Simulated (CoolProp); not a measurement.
A single-stage vapour-compression cycle with propane: evaporating at 298.15 K (dew point), condensing at 333.15 K (bubble point), superheat 0 K, subcooling 0 K, compressor efficiency 0.85, no pressure losses. Each further row changes one setting.

Model: reference Helmholtz-energy equation of state, Lemmon 2009, in CoolProp.

```
case                              cooling COP  pressure ratio  discharge temperature (K)  refrigerating effect (kJ/kg)  volumetric capacity (kJ/m³)
--------------------------------  -----------  --------------  -------------------------  ----------------------------  ---------------------------
as stated                                5.42            2.22                      339.2                           233                         4800
evaporating temperature 303.15 K         6.60            1.96                      338.3                           237                         5570
condensing temperature 328.15 K          6.64            2.00                      333.4                           249                         5130
subcooling 5 K                           5.80            2.22                      339.2                           249                         5130
superheat 10 K                           5.51            2.22                      348.1                           253                         4910
compressor efficiency 0.75               4.78            2.22                      341.3                           233                         4800
```
